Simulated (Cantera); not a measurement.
A closed system holds: 1 mol SiCl₄, 3.6 mol H₂, held at 1225 K and 0.120 bar.

Method: chemical equilibrium by Gibbs-energy minimisation in Cantera with the NASA 1993 tables (ideal gas, pure condensed phases). Candidate condensed phases: Si; 19 gas species. The tables' values for SiCl₃ are old estimates; treat these amounts as uncertain. The numbers say what is thermodynamically allowed, not how fast it happens.

Base state: H₂ 0.693, SiCl₄ 0.137, HCl 0.0963, SiHCl₃ 0.0308, SiCl₂ 0.0220, SiCl₃ 0.0195, SiH₂Cl₂ 0.000924 (mole fractions); condensed: gas only.

Problem. What changes in the equilibrium state with this change: 0.084 mol H₂O added?

Solution. 
```tsv
species	before	after
H₂	0.693	0.690
SiCl₄	0.137	0.137
HCl	0.0963	0.112
SiCl₂	0.0220	0.0163
SiHCl₃	0.0308	0.0265
SiCl₃	0.0195	0.0168
SiH₂Cl₂	0.000924	0.000680
SiO₂(β-quartz), mol	0	0.0420
```
The tables hold silica as quartz up to 1696 K and as liquid above; real silica turns to tridymite and cristobalite and melts near 1996 K. Further candidate phases: H₂O, SiO₂.

Problem. What changes in the equilibrium state with this change: temperature from 1225 K to 948 K?

Solution. 
```tsv
species	before	after
H₂	0.693	0.756
SiCl₄	0.137	0.191
HCl	0.0963	0.0263
SiCl₂	0.0220	8.82e-5
SiCl₃	0.0195	0.000706
SiHCl₃	0.0308	0.0248
SiH₂Cl₂	0.000924	0.000325
```
